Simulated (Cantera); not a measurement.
# Reactions in the system H-O-Sr

Cantera with NASA thermochemical tables; ideal gases at 1 bar, condensed phases pure. Values are per mole of reaction as written; species without (g) are pure solids or liquids, kept so even where they would boil at 1 bar.

2 OH(g) + Sr → Sr(OH)2

| T (K) | ΔH° (kJ) | ΔS° (J/K) | ΔG° (kJ) | log10 K | condensed phases |
|---|---|---|---|---|---|
| 300 | -1047.6 | -325.5 | -950.0 | 165.40 | Sr(s), Sr(OH)2(s) |
| 1423 | -987.2 | -256.7 | -621.9 | 22.83 | Sr(l), Sr(OH)2(l) |
| 1523 | -981.7 | -252.9 | -596.5 | 20.46 | Sr(l), Sr(OH)2(l) |
| 1623 | -976.3 | -249.5 | -571.3 | 18.39 | Sr(l), Sr(OH)2(l) |
| 1723 | -970.9 | -246.3 | -546.6 | 16.57 | Sr(l), Sr(OH)2(l) |
| 1823 | -965.6 | -243.3 | -522.1 | 14.96 | Sr(l), Sr(OH)2(l) |
| 1923 | -960.4 | -240.5 | -497.9 | 13.52 | Sr(l), Sr(OH)2(l) |
| 2023 | -955.3 | -237.9 | -474.0 | 12.24 | Sr(l), Sr(OH)2(l) |
| 2123 | -950.2 | -235.5 | -450.3 | 11.08 | Sr(l), Sr(OH)2(l) |
